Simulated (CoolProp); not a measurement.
Properties of propane along the isobar 9.79 bar (Tc = 369.9 K, pc = 42.51 bar, ω = 0.152).

Values from CoolProp's reference Helmholtz-energy equation of state, Lemmon 2009.

```json
[
 {"T (K)": "97.9", "phase": "liquid", "cv (kJ/(kg K))": "1.344", "conductivity (mW/(m K))": "205"},
 {"T (K)": "119.5", "phase": "liquid", "cv (kJ/(kg K))": "1.336", "conductivity (mW/(m K))": "195"},
 {"T (K)": "141.1", "phase": "liquid", "cv (kJ/(kg K))": "1.336", "conductivity (mW/(m K))": "184"},
 {"T (K)": "162.7", "phase": "liquid", "cv (kJ/(kg K))": "1.344", "conductivity (mW/(m K))": "172"},
 {"T (K)": "184.3", "phase": "liquid", "cv (kJ/(kg K))": "1.362", "conductivity (mW/(m K))": "158"},
 {"T (K)": "205.9", "phase": "liquid", "cv (kJ/(kg K))": "1.394", "conductivity (mW/(m K))": "145"},
 {"T (K)": "227.4", "phase": "liquid", "cv (kJ/(kg K))": "1.438", "conductivity (mW/(m K))": "132"},
 {"T (K)": "249", "phase": "liquid", "cv (kJ/(kg K))": "1.495", "conductivity (mW/(m K))": "120"},
 {"T (K)": "270.6", "phase": "liquid", "cv (kJ/(kg K))": "1.563", "conductivity (mW/(m K))": "108"},
 {"T (K)": "292.2", "phase": "liquid", "cv (kJ/(kg K))": "1.643", "conductivity (mW/(m K))": "96.9"}
]
```

Thermal conductivity comes from a separate model (Marsh 2002).
